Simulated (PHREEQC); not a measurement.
Solution A (1.9 mmol/kgw CdCl2, 2.3 mmol/kgw ZnCl2, 100 mmol/kgw NaH2PO4 and 0.2 mmol/kgw Na2SO4) is mixed with solution B (0.044 mol KH2PO4 and 0.53 mol HNO3 per kg of water) at 20 °C; shares are by mass of water, 1 kg in all. Oxygen alone is held at its pressure in air (log pO2 = -0.68). CO2 from the air is kept out. The run lets Zn(OH)2-e, Zn4(OH)6SO4, Zn5(OH)8Cl2, Zn3(PO4)2:4w, Cd(OH)2, Cd3(PO4)2, CdOHCl, Halite, Mirabilite, Goslarite precipitate or redissolve, and no other solid.

Computed with PHREEQC (ion-association model, wateq4f.dat).

```json
[
 {"share of solution B": "0", "pH": "4.46", "H2PO4- (mol/kgw)": "0.0992", "Cd+2 (mol/kgw)": "0.00149", "SO4-2 (mol/kgw)": "0.000154", "H3PO4 (mol/kgw)": "0.000359", "HSO4- (mol/kgw)": "2.16e-7"},
 {"share of solution B": "0.1", "pH": "2.10", "H2PO4- (mol/kgw)": "0.0512", "Cd+2 (mol/kgw)": "0.00132", "SO4-2 (mol/kgw)": "0.000112", "H3PO4 (mol/kgw)": "0.0432", "HSO4- (mol/kgw)": "3.67e-5"},
 {"share of solution B": "0.2", "pH": "1.51", "H2PO4- (mol/kgw)": "(withheld)", "Cd+2 (mol/kgw)": "0.00116", "SO4-2 (mol/kgw)": "6.54e-5", "H3PO4 (mol/kgw)": "0.0677", "HSO4- (mol/kgw)": "7.92e-5"},
 {"share of solution B": "0.3", "pH": "1.16", "H2PO4- (mol/kgw)": "(withheld)", "Cd+2 (mol/kgw)": "0.00102", "SO4-2 (mol/kgw)": "3.77e-5", "H3PO4 (mol/kgw)": "0.0727", "HSO4- (mol/kgw)": "9.50e-5"},
 {"share of solution B": "0.4", "pH": "0.95", "H2PO4- (mol/kgw)": "0.00652", "Cd+2 (mol/kgw)": "0.000870", "SO4-2 (mol/kgw)": "2.41e-5", "H3PO4 (mol/kgw)": "0.0711", "HSO4- (mol/kgw)": "9.21e-5"},
 {"share of solution B": "0.5", "pH": "(withheld)", "H2PO4- (mol/kgw)": "0.00458", "Cd+2 (mol/kgw)": "0.000722", "SO4-2 (mol/kgw)": "1.63e-5", "H3PO4 (mol/kgw)": "(withheld)", "HSO4- (mol/kgw)": "8.16e-5"},
 {"share of solution B": "0.6", "pH": "0.70", "H2PO4- (mol/kgw)": "0.00343", "Cd+2 (mol/kgw)": "0.000574", "SO4-2 (mol/kgw)": "1.11e-5", "H3PO4 (mol/kgw)": "0.0630", "HSO4- (mol/kgw)": "6.77e-5"},
 {"share of solution B": "0.7", "pH": "0.62", "H2PO4- (mol/kgw)": "0.00266", "Cd+2 (mol/kgw)": "0.000427", "SO4-2 (mol/kgw)": "7.27e-6", "H3PO4 (mol/kgw)": "0.0581", "HSO4- (mol/kgw)": "5.20e-5"},
 {"share of solution B": "0.8", "pH": "0.54", "H2PO4- (mol/kgw)": "0.00211", "Cd+2 (mol/kgw)": "0.000282", "SO4-2 (mol/kgw)": "4.34e-6", "H3PO4 (mol/kgw)": "0.0531", "HSO4- (mol/kgw)": "3.53e-5"},
 {"share of solution B": "0.9", "pH": "0.48", "H2PO4- (mol/kgw)": "(withheld)", "Cd+2 (mol/kgw)": "0.000140", "SO4-2 (mol/kgw)": "1.98e-6", "H3PO4 (mol/kgw)": "0.0479", "HSO4- (mol/kgw)": "1.79e-5"},
 {"share of solution B": "1", "pH": "0.43", "H2PO4- (mol/kgw)": "0.00135", "Cd+2 (mol/kgw)": "0", "SO4-2 (mol/kgw)": "0", "H3PO4 (mol/kgw)": "0.0426", "HSO4- (mol/kgw)": "0"}
]
```

**Question.** Complete the blanks.

**Answer.** 
- 0.2, H2PO4- (mol/kgw): 0.0211
- 0.3, H2PO4- (mol/kgw): 0.0105
- 0.5, pH: 0.81
- 0.5, H3PO4 (mol/kgw): 0.0674
- 0.9, H2PO4- (mol/kgw): 0.00169

Species that the database lacks are ignored. H3PO4, which wateq4f.dat lacks, is added to it with the constant of phreeqc.dat. The database has no phosphate complexes of Zn, Cd.
